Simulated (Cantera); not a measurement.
Feed: 1 mol N2O, 1.4 mol H2, 0.39 mol O2, at 10.0 Torr.

Equilibrium computed with Cantera from the NASA thermochemical tables; the gas is ideal and each condensed phase is pure. Candidate condensed phases: H2O; 24 gas species. Kinetics and transport are ignored. All values below are at 1627 °C.

Base state: H2O 0.533, N2 0.384, O2 0.0712, OH 0.00634, NO 0.00233, H2 0.00225, O 0.000690, H 0.000326 (mole fractions); condensed: gas only.

Question: What changes in the equilibrium state with this change: H2 from 1.4 to 1.1 mol?

Answer: 
```
species    before     after
-------  --------  --------
H2O         0.533     0.445
N2          0.384     0.407
O2         0.0712     0.136
H2        0.00225   0.00136
NO        0.00233   0.00331
O        0.000690  0.000952
H        0.000326  0.000254
```
